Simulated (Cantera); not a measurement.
Gas mixture: C₂H₄ = 0.8 (molar parts), at 0.132 atm, frozen composition.

Cantera's kinetic-theory transport with the Lennard-Jones parameters of GRI-Mech 3.0, ideal gas; thermal conductivity in the mixture-averaged form. The composition is frozen, though it would react at the higher temperatures.

D: mixture-averaged diffusion coefficient of that species in the mixture.

```
T (K)  ρ (kg/m³)  cp (J/kg/K)  μ (µPa s)  λ (mW/m/K)     Pr  D (cm²/s) O  D (cm²/s) CH₃  D (cm²/s) H₂O
-----  ---------  -----------  ---------  ----------  -----  -----------  -------------  -------------
400        0.112         1877       13.3        33.6  0.745         3.19           2.22           2.19
500       0.0900          [?]        [?]         [?]  0.747          [?]            [?]            [?]
600       0.0750         2529       19.1        64.4  0.750         6.51           4.62           4.83
700       0.0643         2785       21.7        80.4  0.750         8.49           6.06           6.47
800       0.0562         2991       24.1        96.4  0.746         10.7           7.64           8.29
900       0.0500         3167       26.3         112  0.743         13.0           9.36           10.3
1000      0.0450         3354       28.5         128  0.748         15.6           11.2           12.5
1100      0.0409         3498       30.5         143  0.748         18.3           13.2           14.8
1200      0.0375         3625       32.5         [?]  0.747          [?]            [?]            [?]
```

Task: Complete the blanks.

Result: 
- 500, cp (J/kg/K): 2220
- 500, μ (µPa s): 16.3
- 500, λ (mW/m/K): 48.6
- 500, D (cm²/s) O: 4.74
- 500, D (cm²/s) CH₃: 3.34
- 500, D (cm²/s) H₂O: 3.40
- 1200, λ (mW/m/K): 158
- 1200, D (cm²/s) O: 21.1
- 1200, D (cm²/s) CH₃: 15.3
- 1200, D (cm²/s) H₂O: 17.3
